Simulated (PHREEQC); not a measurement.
Make-up at 25 °C: 0.63 mmol/kgw FeCl3, 1.4 mmol/kgw Na2SeO4, 0.26 mmol/kgw NaF and 0.12 mmol/kgw Na2SO4. Closed to the air; pH follows from the charge balance.

All values are PHREEQC results (ion-association model, wateq4f.dat), not measurements.

This is a speciation only: nothing precipitates in the calculation.

Q: Order these F species by the share of F that they hold, largest first: FeF+2, FeF3, FeF2+, F-, HF.

A: FeF+2 (68 %), FeF2+ (27 %), F- (2.8 %), HF (1.7 %), FeF3 (0.40 %)

Q: Order these S species by the share of S that they hold, largest first: NaSO4-, FeSO4+, HSO4-, SO4-2.

A: SO4-2 (87 %), FeSO4+ (8.8 %), HSO4- (3.0 %), NaSO4- (1.0 %)

The pH is 3.35 and the ionic strength 0.00688 mol/kgw. Examples of supersaturated solids here: Fe(OH)3(a), Hematite (slow to form). Others may be too. Fluoro complexes past AlF4- and FeF3 are missing from the database.
